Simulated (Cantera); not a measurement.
Feed: 1 mol HMDSO, 0.068 mol O₃, at 1450 K and 1330 Pa.

Equilibrium computed with Cantera from the NASA thermochemical tables; the gas is ideal and each condensed phase is pure. Candidate condensed phases: C, C₆H₆, C₇H₈, C₈H₁₈, H₂O, Si, SiC, SiO₂; 123 gas species. The feed counts by its element totals alone. Equilibrium is a limit: real reactors are often held back by kinetics, nucleation or transport.

Base state: H₂ 0.882, CO 0.118, SiO 0.000186, H 7.69e-5, CH₄ 3.42e-5 (mole fractions); condensed: C(graphite) + SiC(s).

What changes in the equilibrium state with this change: HMDSO replaced by SiCl₄?


```json
[
 {"species": "SiCl₄", "before": "0", "after": "0.765"},
 {"species": "Cl", "before": "0", "after": "0.121"},
 {"species": "Cl₂", "before": "0", "after": "0.114"},
 {"species": "H₂", "before": "0.882", "after": "0"},
 {"species": "CO", "before": "0.118", "after": "0"},
 {"species": "SiCl₃", "before": "0", "after": "0.000289"},
 {"species": "H", "before": "7.69e-5", "after": "0"},
 {"species": "SiO", "before": "0.000186", "after": "3.01e-9"},
 {"species": "C(graphite), mol", "before": "2.80", "after": "0"},
 {"species": "SiC(s), mol", "before": "2.00", "after": "0"},
 {"species": "SiO₂(β-quartz), mol", "before": "0", "after": "0.102"}
]
```
The tables' values for SiCl₃ are old estimates; treat these amounts as uncertain. The tables hold silica as quartz up to 1696 K and as liquid above; real silica turns to tridymite and cristobalite and melts near 1996 K.

What changes in the equilibrium state with this change: O₃ from 0.068 to 8.7 mol?


| species | before | after |
|---|---|---|
| H₂O | 3.46e-6 | 0.561 |
| CO₂ | 1.94e-7 | 0.374 |
| O₂ | <1e-9 | 0.0654 |
| H₂ | 0.882 | 1.80e-5 |
| CO | 0.118 | 2.85e-5 |
| SiO | 0.000186 | <1e-9 |
| OH | <1e-9 | 0.000260 |
| CH₄ | 3.42e-5 | <1e-9 |
| H | 7.69e-5 | 3.47e-7 |
| C(graphite), mol | 2.80 | 0 |
| SiC(s), mol | 2.00 | 0 |
| SiO₂(β-quartz), mol | 0 | 2.00 |
The tables hold silica as quartz up to 1696 K and as liquid above; real silica turns to tridymite and cristobalite and melts near 1996 K.
